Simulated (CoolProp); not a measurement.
Vapour-liquid equilibrium of C2F6 (R116) (1) + R143a (2) at 1.35 bar; x and y are mole fractions of (1).

The numbers come from the multi-fluid Helmholtz-energy mixture model, Lemmon 2006 and Lemmon and Jacobsen 2000; pair parameters Bell 2016 in CoolProp.

```
x      bubble temperature, mixture model (°C)  bubble temperature, Raoult's law (°C)  y, mixture model  y, Raoult's law
-----  --------------------------------------  -------------------------------------  ----------------  ---------------
0.05                                    -49.7                                  -44.0             0.352            0.172
0.125                                   -58.1                                  -48.1             0.598            0.369
0.2                                     -62.9                                  -51.6             0.708            0.514
0.275                                   -65.8                                  -54.7             0.765            0.623
0.35                                    -67.7                                  -57.4             0.798            0.707
0.425                                   -68.8                                  -59.9             0.820            0.772
0.5                                     -69.6                                  -62.1             0.835            0.824
0.575                                   -70.2                                  -64.0             0.848            0.867
0.65                                    -70.7                                  -65.9             0.861            0.901
0.725                                   -71.2                                  -67.5             0.875            0.929
0.8                                     -71.6                                  -69.0             0.894            0.953
0.875                                   -72.1                                  -70.4             0.920            0.973
0.95                                    -72.4                                  -71.8             0.960            0.990
```

The largest gap from Raoult's law is -11.3 K in bubble temperature, at x = 0.2. No azeotrope shows between x = 0.05 and 0.95.

Pair parameters are fitted to limited data, so mixtures are less certain than the pure fluids. With so large a gap from Raoult's law the liquid may split in two, which this calculation doesn't test in full.
